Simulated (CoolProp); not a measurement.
A single-stage vapour-compression cycle with R1336mzz(E): evaporating at 322.15 K (dew point), condensing at 365.15 K (bubble point), superheat 2 K, subcooling 2 K, compressor efficiency 0.65, no pressure losses. Each further row changes one setting.

Values from CoolProp's reference Helmholtz-energy equation of state, Akasaka 2023.

| case | cooling COP | pressure ratio | discharge temperature (K) | refrigerating effect (kJ/kg) | volumetric capacity (kJ/m³) |
|---|---|---|---|---|---|
| as stated | 3.39 | 3.01 | 365.6 | 77.1 | 2260 |
| evaporating temperature 327.15 K | 4.06 | (withheld) | (withheld) | 80.3 | (withheld) |
| condensing temperature 360.15 K | (withheld) | 2.68 | 360.7 | 84.1 | 2460 |
| subcooling 7 K | 3.71 | 3.01 | 365.6 | 84.2 | 2470 |
| superheat 12 K | (withheld) | 3.01 | (withheld) | 86.2 | 2410 |
| compressor efficiency 0.55 | (withheld) | 3.01 | 369.2 | 77.1 | 2260 |

### Question
Some entries are withheld; supply them.

### Answer

- evaporating temperature 327.15 K, pressure ratio: 2.60
- evaporating temperature 327.15 K, discharge temperature (K): 365.8
- evaporating temperature 327.15 K, volumetric capacity (kJ/m³): 2720
- condensing temperature 360.15 K, cooling COP: 4.09
- superheat 12 K, cooling COP: 3.55
- superheat 12 K, discharge temperature (K): 375.2
- compressor efficiency 0.55, cooling COP: 2.87
